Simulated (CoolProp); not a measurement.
A Linde-Hampson liquefier for CF4 (R14): isothermal reversible compression at 290 K from 1 atm to 30 MPa, throttling to 1 atm, return gas leaving the recuperator 2 K below the feed. Each further row changes one setting.

Computed with CoolProp (reference Helmholtz-energy equation of state, Platzer 1990). This equation is an older, rougher fit; its heat capacities, sound speeds and derivatives of the liquid may be far off and weren't checked against measurements.

```json
[
 {"case": "as stated", "liquid yield per pass": "0.313", "compression work (kJ/kg of gas)": "138"},
 {"case": "warm-end temperature 320 K", "liquid yield per pass": "0.245", "compression work (kJ/kg of gas)": "159"},
 {"case": "warm-end gap 7 K", "liquid yield per pass": "0.303", "compression work (kJ/kg of gas)": "138"}
]
```
